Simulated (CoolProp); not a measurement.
Aqueous calcium chloride as a coolant, 22 % by mass, freezing at -22.0 °C, 1 atm.

Values from CoolProp's Melinder's fits for secondary coolants.

| T (°C) | Prandtl number | viscosity (mPa s) | cp (kJ/(kg K)) | density (kg/m³) |
|---|---|---|---|---|
| -17.9 | ___ | 6.24 | 2.913 | 1210 |
| -10.4 | 26.8 | 4.81 | ___ | ___ |
| -2.8 | 20.8 | 3.79 | ___ | ___ |
| 4.7 | 16.7 | 3.07 | 2.989 | 1204 |
| 12.3 | 13.6 | ___ | 3.011 | 1202 |
| 19.8 | 11.3 | 2.13 | 3.030 | 1200 |
| 27.4 | ___ | 1.81 | 3.048 | 1196 |
| 34.9 | ___ | 1.57 | 3.063 | 1192 |

Some entries are withheld; supply them.


- -17.9, Prandtl number: 35.1
- -10.4, cp (kJ/(kg K)): 2.941
- -10.4, density (kg/m³): 1208
- -2.8, cp (kJ/(kg K)): 2.966
- -2.8, density (kg/m³): 1206
- 12.3, viscosity (mPa s): 2.53
- 27.4, Prandtl number: 9.48
- 34.9, Prandtl number: 8.09
